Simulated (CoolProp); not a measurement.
The numbers come from the reference Helmholtz-energy equation of state, Thol 2019 in CoolProp.

For dodecamethylpentasiloxane (MD3M), give the phase and the density (kg/m³), speed of sound (m/s), Joule-Thomson coefficient (K/MPa), expansivity (1/kK) at 620 K and 265 kPa.


- 620 K and 265 kPa: gas; density 22.4, speed of sound 103, Joule-Thomson coefficient 13.1, expansivity 2.62
